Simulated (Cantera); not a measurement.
A Cantera script and what it prints.

```python
import numpy as np
import cantera as ct

gas_names = """
    H H2 N NH NH2 NH3 N2 N2H2 N2H4 Si SiH SiH2 SiH3 SiH4 SiN Si2 Si2N Si3
""".split()
cond_names = """
    Si(cr) Si(L) Si3N4(a)
""".split()


# ... load() reads the species with a 1 bar reference pressure and builds the phases ...
atoms = {
    'trisilylamine': {'Si': 3, 'N': 1, 'H': 9},
    'NH3': {'N': 1, 'H': 3},
    'H2': {'H': 2},
}
top_T = {'Si3N4(a)': 2400}  # K; cautious upper limits of use, not melting points


# ... equilibrate(T, P, feed) seeds the gas with the atoms and calls Mixture.equilibrate('TP', solver="vcs", rtol=1e-11, max_steps=5000) ...
results = []
feed = {'trisilylamine': 1, 'NH3': 0.42, 'H2': 0.67}  # mol
P = 2700  # Pa
for T in [775, 875, 975, 1075, 1175, 1275, 1375, 1475, 1575, 1675, 1775, 1875, 1975]:
    mix = equilibrate(T, P, feed)
    results.append((T, P, feed, dict(zip(mix.species_names, mix.species_moles))))
    x = sorted(zip(gas.X, gas.species_names), reverse=True)
    print(f"T = {T:g} K  P = {P:g} Pa  gas = {mix.phase_moles(0):.4g} mol")
    print("   x: " + "  ".join(f"{s} {v:.3e}" for v, s in x if v > 1e-06))
    print("   condensed (mol): " + ("  ".join(f"{mix.phase(i).name} {mix.phase_moles(i):.4g}"
          for i in range(1, mix.n_phases) if mix.phase_moles(i) > 1e-12) or "none"))
```

Result:

```
T = 775 K  P = 2700 Pa  gas = 5.8 mol
   x: H2 1.000e+00
   condensed (mol): Si(cr) 1.935  Si3N4(a) 0.355
T = 875 K  P = 2700 Pa  gas = 5.8 mol
   x: H2 1.000e+00
   condensed (mol): Si(cr) 1.935  Si3N4(a) 0.355
T = 975 K  P = 2700 Pa  gas = 5.8 mol
   x: H2 1.000e+00
   condensed (mol): Si(cr) 1.935  Si3N4(a) 0.355
T = 1075 K  P = 2700 Pa  gas = 5.8 mol
   x: H2 1.000e+00
   condensed (mol): Si(cr) 1.935  Si3N4(a) 0.355
T = 1175 K  P = 2700 Pa  gas = 5.8 mol
   x: H2 1.000e+00
   condensed (mol): Si(cr) 1.935  Si3N4(a) 0.355
T = 1275 K  P = 2700 Pa  gas = 5.8 mol
   x: H2 1.000e+00  N2 9.411e-06  H 4.486e-06
   condensed (mol): Si(cr) 1.935  Si3N4(a) 0.355
T = 1375 K  P = 2700 Pa  gas = 5.801 mol
   x: H2 9.999e-01  N2 1.193e-04  H 2.085e-05
   condensed (mol): Si(cr) 1.936  Si3N4(a) 0.3547
T = 1475 K  P = 2700 Pa  gas = 5.806 mol
   x: H2 9.989e-01  N2 1.064e-03  H 7.889e-05  SiH2 1.078e-06
   condensed (mol): Si(cr) 1.944  Si3N4(a) 0.3519
T = 1575 K  P = 2700 Pa  gas = 5.843 mol
   x: H2 9.926e-01  N2 7.148e-03  H 2.520e-04  SiH2 3.729e-06  Si 2.126e-06
   condensed (mol): Si(cr) 1.998  Si3N4(a) 0.3341
T = 1675 K  P = 2700 Pa  gas = 6.032 mol
   x: H2 9.612e-01  N2 3.804e-02  H 6.928e-04  Si 1.607e-05  SiH2 1.081e-05  SiH 4.348e-06
   condensed (mol): Si(cr) 2.279  Si3N4(a) 0.2403
T = 1775 K  P = 2700 Pa  gas = 6.516 mol
   x: H2 8.893e-01  N2 1.090e-01  H 1.661e-03  Si 8.130e-05  SiH2 2.226e-05  SiH 1.546e-05  Si2N 3.480e-06  SiN 2.105e-06
   condensed (mol): Si(L) 2.999
T = 1875 K  P = 2700 Pa  gas = 6.525 mol
   x: H2 8.870e-01  N2 1.088e-01  H 3.757e-03  Si 3.355e-04  SiH 4.812e-05  SiH2 4.408e-05  Si2N 9.663e-06  SiN 6.510e-06  Si2 2.518e-06
   condensed (mol): Si(L) 2.997
T = 1975 K  P = 2700 Pa  gas = 6.544 mol
   x: H2 8.822e-01  N2 1.085e-01  H 7.822e-03  Si 1.197e-03  SiH 1.330e-04  SiH2 8.111e-05  Si2N 2.409e-05  SiN 1.792e-05  Si2 1.168e-05  Si3 2.535e-06
   condensed (mol): Si(L) 2.99
```

Method: chemical equilibrium by Gibbs-energy minimisation in Cantera with the NASA 1993 tables (ideal gas, pure condensed phases). The feed counts by its element totals alone. Mutual solubility and eutectic melting of coexisting phases are not modelled. The tables' values for SiN are old estimates; treat these amounts as uncertain. Gases not in the tables: Si2H6 and higher silanes.
